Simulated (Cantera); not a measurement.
# Dilute partial oxidation

An isothermal, constant-pressure homogeneous reactor starts with CH3OH : O2 : N2 = 0.0034 : 0.0034 : 1 (molar parts), equivalence ratio 1.5, at 1298 K and 13.8 atm.

Cantera simulation using GRI-Mech 3.0 (53 species, 325 reactions); the numbers are that mechanism's predictions, not measurements. GRI-Mech 3.0 was tuned for natural gas; its chemistry of methanol as a main component is partial and can be far from experiment. The pressure lies above the range GRI-Mech 3.0 was tuned for (to about 10 atm).

```csv
t (s),x CH3OH,x O2,x C2H2,x O,x HCO
0.000300,0.00335,0.00337,1.15e-12,1.04e-9,1.32e-10
0.000866,0.00232,0.00304,2.08e-11,5.35e-8,1.44e-7
0.00250,6.00e-10,7.91e-6,1.67e-11,7.80e-8,2.91e-9
0.00721,3.81e-10,4.89e-7,8.23e-11,7.84e-10,3.79e-10
0.0208,1.77e-10,1.16e-7,1.85e-10,3.78e-11,8.24e-11
0.0600,6.30e-11,4.27e-8,2.63e-10,3.53e-12,2.27e-11
0.173,2.21e-11,1.79e-8,3.03e-10,<1e-12,7.54e-12
0.500,8.19e-12,7.29e-9,3.20e-10,<1e-12,2.91e-12
1.44,4.09e-12,2.20e-9,3.25e-10,<1e-12,1.60e-12
4.16,3.09e-12,1.80e-10,3.24e-10,<1e-12,1.32e-12
12.0,2.46e-12,<1e-12,3.18e-10,<1e-12,1.19e-12
34.7,1.96e-12,<1e-12,3.04e-10,<1e-12,1.08e-12
100,1.73e-12,<1e-12,2.73e-10,<1e-12,1.03e-12
```
x: mole fraction; the columns are a selection and need not sum to one.

Equilibrium at this temperature and pressure: CH3OH <1e-12, O2 <1e-12, C2H2 <1e-12, O <1e-12, HCO 1.02e-12 (gas phase only).
